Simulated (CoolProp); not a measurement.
Properties of CH2F2 (R32) at several states.

Values from CoolProp's reference Helmholtz-energy equation of state, Tillner-Roth 1997.

| T (K) | p (MPa) | phase | density (kg/m³) | speed of sound (m/s) | viscosity (µPa s) | fugacity coefficient |
|---|---|---|---|---|---|---|
| 146.9 | 0.467 | liquid | 1404 | 1360 | 1360 | (withheld) |
| 429.7 | 4.02 | gas | 67.56 | (withheld) | 19.5 | 0.8768 |
| 222.4 | 7.79 | liquid | (withheld) | 1006 | 316 | 0.01559 |
| 424.5 | 6.26 | supercritical | 118.7 | 247.5 | (withheld) | 0.8050 |
| 277 | 0.0168 | gas | 0.3805 | 235.0 | (withheld) | 0.9973 |
| 231.4 | 0.0131 | gas | 0.3558 | 216.7 | 10.3 | 0.9957 |

Task: Some entries are withheld; supply them.

Result: 
- 146.9, fugacity coefficient: 0.0004732
- 429.7, speed of sound (m/s): 262.5
- 222.4, density (kg/m³): 1224
- 424.5, viscosity (µPa s): 20.1
- 277, viscosity (µPa s): 12.4

Viscosity comes from a separate model (Bell 2016), an estimate that may be off by 10 % or more.
